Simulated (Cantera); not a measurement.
An isothermal, constant-pressure homogeneous reactor starts with 15.2 % CH4, 84.7 % H2, 0.0804 % N2, at 1850 K and 0.0267 bar.

Detailed kinetics in Cantera: GRI-Mech 3.0 (53 species, 325 reactions). GRI-Mech 3.0 stops at C3 and has no aromatics, soot or wall deposition, so with more carbon than oxygen in the feed, carbon stays in small species such as C2H2 where larger ones or solid carbon would form. Radical loss at walls, strong at low pressure, is not modelled.

x: mole fraction; the columns are a selection and need not sum to one.

```tsv
t (s)	x CH4	x H2	x H	x CH2	x C2H6	x HCN
9.00e-5	0.152	0.847	2.91e-5	2.74e-9	8.71e-9	<1e-12
0.000349	0.152	0.847	0.000108	4.94e-8	3.77e-7	<1e-12
0.00136	0.151	0.847	0.000417	6.83e-7	7.82e-6	<1e-12
0.00527	0.136	0.852	0.00142	5.15e-6	5.38e-5	1.07e-10
0.0204	0.0773	0.886	0.00194	5.37e-6	2.59e-5	1.42e-9
0.0794	0.0243	0.916	0.00238	3.04e-6	3.24e-6	5.16e-9
0.308	0.00489	0.927	0.00295	1.08e-6	1.68e-7	1.31e-8
1.20	0.000997	0.929	0.00318	2.69e-7	7.82e-9	2.48e-8
4.64	…	0.930	0.00320	…	9.50e-10	…
18.0	0.000247	0.930	0.00320	6.88e-8	6.74e-10	…
70.0	0.000247	0.930	0.00320	6.88e-8	6.74e-10	1.79e-7
```

**Question.** Some entries are withheld; supply them.

**Answer.** 
- 4.64, x CH4: 0.000311
- 4.64, x CH2: 8.64e-8
- 4.64, x HCN: 3.84e-8
- 18.0, x HCN: 6.78e-8
